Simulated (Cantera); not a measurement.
An isothermal, constant-pressure homogeneous reactor starts with N2O : H2 : N2 = 1 : 0.0072 : 1.7 (molar parts), at 1175 K and 9600 Pa. Integrator tolerance rtol = 1e-08.

Cantera simulation using GRI-Mech 3.0 (53 species, 325 reactions); the numbers are that mechanism's predictions, not measurements. GRI-Mech 3.0 was tuned for natural gas; its chemistry of N2O as a main component is partial and can be far from experiment. The mechanism lacks the step 2 NO + O2 → 2 NO2, which can matter for NO2 below about 1400 K. The temperature is held fixed by assumption; the heat of reaction is taken as removed at once.

What does this change do: N2O 1 to 0.27 parts?


```
quantity                                            before                                     after
----------------  ----------------------------------------  ----------------------------------------
x(N2O) at 1.00 s     0.351 (gas-phase equilibrium 3.28e-9)     0.128 (gas-phase equilibrium 2.30e-9)
x(H2) at 1.00 s   1.17e-7 (gas-phase equilibrium 1.39e-10)  5.05e-8 (gas-phase equilibrium 3.32e-10)
x(N2) at 1.00 s        0.639 (gas-phase equilibrium 0.843)       0.866 (gas-phase equilibrium 0.934)
x(NO) at 1.00 s   0.00115 (gas-phase equilibrium 0.000144)  0.000441 (gas-phase equilibrium 9.59e-5)
x(O) at 1.00 s     1.17e-6 (gas-phase equilibrium 1.87e-8)   1.15e-6 (gas-phase equilibrium 1.18e-8)
```
